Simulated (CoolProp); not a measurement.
Vapour-liquid equilibrium of R143a (1) + R134a (2) at 1.25 MPa; x and y are mole fractions of (1).

Computed with CoolProp (multi-fluid Helmholtz-energy mixture model, Lemmon and Jacobsen 2000 and Tillner-Roth 1994; pair parameters Lemmon 2004).

```csv
x,bubble temperature (K),y at the bubble point,dew temperature at overall composition x (K),liquid density (mol/L)
0.05,319.7,0.073,320.1,10.92
0.2,315.8,0.275,317.3,10.97
0.35,312.1,0.451,314.2,11.01
0.5,308.5,0.606,311.0,11.04
0.65,305.1,0.742,307.4,11.07
0.8,301.9,0.861,303.6,11.08
0.95,298.8,0.967,299.3,11.09
```

No azeotrope shows between x = 0.05 and 0.95.

Pair parameters are fitted to limited data, so mixtures are less certain than the pure fluids.
